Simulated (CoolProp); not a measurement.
Values from CoolProp's reference Helmholtz-energy equation of state, Lemmon 2022.

Give the vapour pressure (MPa), liquid cp (kJ/(kg K)), surface tension (mN/m) of saturated R1234yf at 208.1 K.


```
T (K)  p (MPa)  liquid cp (kJ/(kg K))  surface tension (mN/m)
-----  -------  ---------------------  ----------------------
208.1   0.0154                   1.15                    19.6
```

Surface tension comes from a separate correlation (Mulero 2012).
